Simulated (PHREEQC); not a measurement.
## Metal-bearing waste water: speciation

Dissolve 0.0014 mol/kgw NiSO4, 6e-05 mol/kgw NaH2PO4 and 0.0075 mol/kgw NaCl at 25 °C. Closed to the air; pH follows from the charge balance.

All values are PHREEQC results (ion-association model, wateq4f.dat), not measurements.

Each row changes one thing in this solution. No solid was allowed to form.

```csv
case,pH,ionic strength (mol/kgw),Ni+2 (mol/kgw),SO4-2 (mol/kgw),NiSO4 (mol/kgw),NaSO4- (mol/kgw),SI of Ni(OH)2 (Ni(OH)2),SI of Morenosite (NiSO4:7H2O)
as made,5.68,0.0126,0.00126,0.00125,0.000124,3.00e-5,-2.53,-3.84
diluted 10-fold with water,?,0.00130,0.000137,0.000137,2.65e-6,?,-2.32,-5.51
NiSO4 from 0.0014 to 0.0007 mol/kgw,5.68,?,0.000655,0.000647,3.62e-5,1.62e-5,-2.80,-4.37
diluted 5-fold with water,6.05,0.00259,0.000270,0.000269,9.08e-6,1.63e-6,-2.37,-4.97
temperature from 25 to 20 °C,5.69,0.0126,0.00126,0.00125,0.000120,2.93e-5,-2.14,-3.79
NaH2PO4 left out,6.47,0.0125,0.00126,0.00125,0.000124,2.98e-5,-0.95,-3.84
diluted 100-fold with water,6.70,0.000132,1.40e-5,1.40e-5,3.42e-8,5.02e-9,-2.29,?
NaCl from 0.0075 to 0.0015 mol/kgw,5.70,0.00653,0.00124,0.00124,0.000152,6.89e-6,-2.46,-3.75
```

### Question
Complete the blanks.

### Answer

- diluted 10-fold with water, pH: 6.21
- diluted 10-fold with water, NaSO4- (mol/kgw): 4.41e-7
- NiSO4 from 0.0014 to 0.0007 mol/kgw, ionic strength (mol/kgw): 0.0102
- diluted 100-fold with water, SI of Morenosite (NiSO4:7H2O): -7.40

H3PO4, which wateq4f.dat lacks, is added to it with the constant of phreeqc.dat. The database has no phosphate complexes of Ni.
